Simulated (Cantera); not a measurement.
Input: 1 mol SiHCl3, 9.6 mol NH3, 83 mol N2, at 7.50 Torr.

These are equilibrium values from Cantera (NASA tables, ideal gas, pure condensed phases), not measurements of a reactor. Candidate condensed phases: NH4Cl, Si, Si3N4; 28 gas species. The numbers say what is thermodynamically allowed, not how fast it happens.

**Question.** At 1200 K, list the 3 most abundant gas species with their mole fractions, and the condensed phases.

**Answer.** N2 0.842, H2 0.129, HCl 0.0290. Condensed: Si3N4(s).
